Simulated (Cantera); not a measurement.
# Stirred combustor or abatement burner

A perfectly stirred reactor is fed with C2H6 : O2 : N2 : CO2 = 1 : 6.14 : 23.1 : 1.2 (molar parts), equivalence ratio 0.57, at 1.00 atm; it is adiabatic with a 475 K inlet, and is followed from long to short residence time, starting on the burning branch (τ in s: 0.13, 0.053, 0.022, 0.0089, 0.0037, 0.0015, 0.00062, 0.00026, 0.00011, 4.3e-05, 1.8e-05, 7.4e-06).

Model: GRI-Mech 3.0 (53 species, 325 reactions), integrated in Cantera.

| τ (s) | T (K) | x C2H6 | x O2 | x CO2 | x HO2 | x HCN | x NO |
|---|---|---|---|---|---|---|---|
| 0.13 | 1704 | 1.38e-6 | 0.0826 | 0.0997 | 1.74e-6 | 2.30e-9 | 1.31e-5 |
| 0.053 | 1699 | 2.51e-6 | 0.0827 | 0.0993 | 2.91e-6 | 2.95e-9 | 1.12e-5 |
| 0.022 | 1690 | 4.49e-6 | 0.0828 | 0.0986 | 4.80e-6 | 3.68e-9 | 8.94e-6 |
| 0.0089 | 1677 | 8.25e-6 | 0.0832 | 0.0974 | 7.88e-6 | 5.05e-9 | 6.80e-6 |
| 0.0037 | 1657 | 1.53e-5 | 0.0839 | 0.0956 | 1.24e-5 | 8.21e-9 | 5.24e-6 |
| 0.0015 | 1624 | 3.06e-5 | 0.0853 | 0.0923 | 1.98e-5 | 1.57e-8 | 4.03e-6 |
| 0.00062 | 1573 | 6.94e-5 | 0.0881 | 0.0865 | 3.25e-5 | 3.18e-8 | 2.73e-6 |
| 0.00026 | 475 | 0.0318 | 0.195 | 0.0382 | <1e-12 | <1e-12 | <1e-12 |
| 0.00011 | 475 | 0.0318 | 0.195 | 0.0382 | <1e-12 | <1e-12 | <1e-12 |
| 4.3e-5 | 475 | 0.0318 | 0.195 | 0.0382 | <1e-12 | <1e-12 | <1e-12 |
| 1.8e-5 | 475 | 0.0318 | 0.195 | 0.0382 | <1e-12 | <1e-12 | <1e-12 |
| 7.4e-6 | 475 | 0.0318 | 0.195 | 0.0382 | <1e-12 | <1e-12 | <1e-12 |
x: mole fraction; the columns are a selection and need not sum to one.
